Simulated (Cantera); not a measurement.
An isothermal, constant-pressure homogeneous reactor starts with H2 : O2 : N2 = 0.027 : 1 : 0.65 (molar parts), at 950 K and 0.0132 atm.

Computed with Cantera and GRI-Mech 3.0 (53 species, 325 reactions). Radical loss at walls, strong at low pressure, is not modelled.

x: mole fraction; the columns are a selection and need not sum to one.

```json
[
 {"t (s)": "2.00e-6", "x H2": "0.0161", "x O2": "0.596", "x H2O": "<1e-12", "x O": "<1e-12", "x H2O2": "<1e-12", "x H": "<1e-12"},
 {"t (s)": "5.52e-6", "x H2": "0.0161", "x O2": "0.596", "x H2O": "<1e-12", "x O": "<1e-12", "x H2O2": "<1e-12", "x H": "<1e-12"},
 {"t (s)": "1.53e-5", "x H2": "0.0161", "x O2": "0.596", "x H2O": "<1e-12", "x O": "<1e-12", "x H2O2": "<1e-12", "x H": "<1e-12"},
 {"t (s)": "4.21e-5", "x H2": "0.0161", "x O2": "0.596", "x H2O": "<1e-12", "x O": "<1e-12", "x H2O2": "<1e-12", "x H": "<1e-12"},
 {"t (s)": "0.000116", "x H2": "0.0161", "x O2": "0.596", "x H2O": "<1e-12", "x O": "<1e-12", "x H2O2": "<1e-12", "x H": "2.18e-12"},
 {"t (s)": "0.000321", "x H2": "0.0161", "x O2": "0.596", "x H2O": "<1e-12", "x O": "2.74e-12", "x H2O2": "<1e-12", "x H": "5.07e-12"},
 {"t (s)": "0.000887", "x H2": "0.0161", "x O2": "0.596", "x H2O": "1.09e-11", "x O": "1.69e-11", "x H2O2": "<1e-12", "x H": "1.31e-11"},
 {"t (s)": "0.00245", "x H2": "0.0161", "x O2": "0.596", "x H2O": "1.70e-10", "x O": "1.50e-10", "x H2O2": "<1e-12", "x H": "6.99e-11"},
 {"t (s)": "0.00676", "x H2": "0.0161", "x O2": "0.596", "x H2O": "1.38e-8", "x O": "9.57e-9", "x H2O2": "<1e-12", "x H": "4.00e-9"},
 {"t (s)": "0.0187", "x H2": "0.0151", "x O2": "0.596", "x H2O": "0.000744", "x O": "0.000475", "x H2O2": "[?]", "x H": "0.000230"},
 {"t (s)": "0.0516", "x H2": "0.000209", "x O2": "0.590", "x H2O": "0.0154", "x O": "0.00350", "x H2O2": "[?]", "x H": "0.000815"},
 {"t (s)": "0.142", "x H2": "3.04e-5", "x O2": "0.592", "x H2O": "0.0161", "x O": "0.000781", "x H2O2": "[?]", "x H": "6.28e-5"},
 {"t (s)": "0.393", "x H2": "4.49e-6", "x O2": "0.593", "x H2O": "0.0162", "x O": "0.000125", "x H2O2": "[?]", "x H": "3.81e-6"},
 {"t (s)": "1.09", "x H2": "6.02e-7", "x O2": "0.593", "x H2O": "0.0162", "x O": "1.85e-5", "x H2O2": "[?]", "x H": "2.17e-7"},
 {"t (s)": "3.00", "x H2": "8.34e-8", "x O2": "0.593", "x H2O": "0.0162", "x O": "3.05e-6", "x H2O2": "[?]", "x H": "1.48e-8"}
]
```

Q: What belongs in the gaps?

A: 
- 0.0187, x H2O2: 1.07e-8
- 0.0516, x H2O2: 4.13e-8
- 0.142, x H2O2: 2.65e-8
- 0.393, x H2O2: 2.00e-8
- 1.09, x H2O2: 1.20e-8
- 3.00, x H2O2: 5.56e-9
